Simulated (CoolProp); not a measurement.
A Linde-Hampson liquefier for ethylene: isothermal reversible compression at 320 K from 1 atm to 5 MPa, throttling to 1 atm, return gas leaving the recuperator 5 K below the feed. Each further row changes one setting.

Computed with CoolProp (reference Helmholtz-energy equation of state, Smukala 2000).

```csv
case,liquid yield per pass,compression work (kJ/kg of gas)
as stated,0.110,347
high pressure 10 MPa,0.312,386
warm-end temperature 350 K,0.076,387
warm-end gap 10 K,0.100,347
```
